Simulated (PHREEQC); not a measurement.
Make-up at 56 °C: 0.04 mol MnSO4, 0.16 mol ZnCl2 and 0.00028 mol H2SO4 per kg of water. Closed to the air; pH follows from the charge balance.

Computed with PHREEQC (ion-association model, phreeqc.dat).

Question: The ionic strength comes out as 0.423 mol/kgw. What activity coefficients do ZnCl4-2, SO4-2, ZnCl3-, MnCl3-, Mn+2 get?

Answer: ZnCl4-2 0.21, SO4-2 0.20, ZnCl3- 0.65, MnCl3- 0.68, Mn+2 0.24.

Precipitation was switched off in this run. Away from 25 °C the constants follow the database's enthalpies or fits; those with neither stay at their 25 °C values.
